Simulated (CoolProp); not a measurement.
Carbon dioxide along the isotherm 35.15 °C: fugacity coefficient from the reference equation and from simpler models built on Tc = 31.0 °C, pc = 7.377 MPa, ω = 0.224; each cubic takes its own stable root.

Model: reference Helmholtz-energy equation of state, Span 1996, in CoolProp.

```json
[
 {"p (MPa)": "3.35", "phase": "gas", "reference": "0.8544", "van der Waals": "0.8705", "Redlich-Kwong": "0.8550", "Soave-Redlich-Kwong": "___", "Peng-Robinson": "0.8416"},
 {"p (MPa)": "6.71", "phase": "gas", "reference": "0.7102", "van der Waals": "0.7374", "Redlich-Kwong": "0.7122", "Soave-Redlich-Kwong": "0.7141", "Peng-Robinson": "0.6916"},
 {"p (MPa)": "10.1", "phase": "supercritical", "reference": "0.5447", "van der Waals": "0.5780", "Redlich-Kwong": "0.5521", "Soave-Redlich-Kwong": "0.5561", "Peng-Robinson": "___"},
 {"p (MPa)": "13.4", "phase": "supercritical", "reference": "0.4425", "van der Waals": "0.4833", "Redlich-Kwong": "0.4540", "Soave-Redlich-Kwong": "0.4578", "Peng-Robinson": "0.4350"},
 {"p (MPa)": "16.8", "phase": "supercritical", "reference": "0.3791", "van der Waals": "0.4256", "Redlich-Kwong": "0.3929", "Soave-Redlich-Kwong": "0.3964", "Peng-Robinson": "0.3736"},
 {"p (MPa)": "20.1", "phase": "supercritical", "reference": "0.3387", "van der Waals": "0.3898", "Redlich-Kwong": "0.3538", "Soave-Redlich-Kwong": "0.3570", "Peng-Robinson": "0.3341"},
 {"p (MPa)": "23.5", "phase": "supercritical", "reference": "0.3096", "van der Waals": "0.3652", "Redlich-Kwong": "0.3256", "Soave-Redlich-Kwong": "0.3287", "Peng-Robinson": "0.3053"},
 {"p (MPa)": "26.8", "phase": "supercritical", "reference": "0.2891", "van der Waals": "0.3490", "Redlich-Kwong": "0.3059", "Soave-Redlich-Kwong": "0.3089", "Peng-Robinson": "0.2849"},
 {"p (MPa)": "30.2", "phase": "supercritical", "reference": "___", "van der Waals": "0.3377", "Redlich-Kwong": "0.2908", "Soave-Redlich-Kwong": "0.2937", "Peng-Robinson": "0.2690"},
 {"p (MPa)": "33.5", "phase": "supercritical", "reference": "0.2618", "van der Waals": "0.3306", "Redlich-Kwong": "0.2798", "Soave-Redlich-Kwong": "0.2827", "Peng-Robinson": "0.2572"},
 {"p (MPa)": "36.9", "phase": "supercritical", "reference": "0.2527", "van der Waals": "0.3262", "Redlich-Kwong": "0.2713", "Soave-Redlich-Kwong": "0.2741", "Peng-Robinson": "0.2478"}
]
```

Q: Fill in the missing entries.

A: 
- 3.35, Soave-Redlich-Kwong: 0.8558
- 10.1, Peng-Robinson: 0.5329
- 30.2, reference: 0.2733
